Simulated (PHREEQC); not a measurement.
Consider water at 20 °C with 66 mmol/kgw NH4Cl, 7.3 mmol/kgw NaF and 0.087 mmol/kgw NaCl. Closed to the air; pH follows from the charge balance.

Equilibrium calculation in PHREEQC: ion-association model, phreeqc.dat.

Each row changes one thing in this solution. Precipitation was switched off in this run.

```
case                                            pH  NaF (mol/kgw)  HF (mol/kgw)  HF2- (mol/kgw)  SI of Halite (NaCl)
--------------------------------------------  ----  -------------  ------------  --------------  -------------------
as made                                       5.83        1.92e-5       1.14e-5         3.05e-7                -5.08
NH4Cl replaced by FeCl2 at the same molality  6.04        1.32e-5       5.21e-6         1.16e-7                -4.86
NaCl from 8.7e-05 to 0.00087 mol/kgw          5.83        2.11e-5       1.14e-5         3.04e-7                -5.03
NaF from 0.0073 to 0.0146 mol/kgw             5.97            [?]       1.63e-5         8.68e-7                -4.78
0.077 mol/kgw (CH3)4NCl added                  [?]        1.67e-5       1.03e-5         2.74e-7                -4.79
0.0014 mol/kgw NH3 added                      7.85        1.92e-5       1.10e-7         2.94e-9                -5.08
```

**Question.** Fill in the missing entries.

**Answer.** 
- NaF from 0.0073 to 0.0146 mol/kgw, NaF (mol/kgw): 7.45e-5
- 0.077 mol/kgw (CH3)4NCl added, pH: 5.84

Species that the database lacks are ignored. (CH3)4N+ isn't in the database: it is added as a free cation with an ion size of 4 Å.
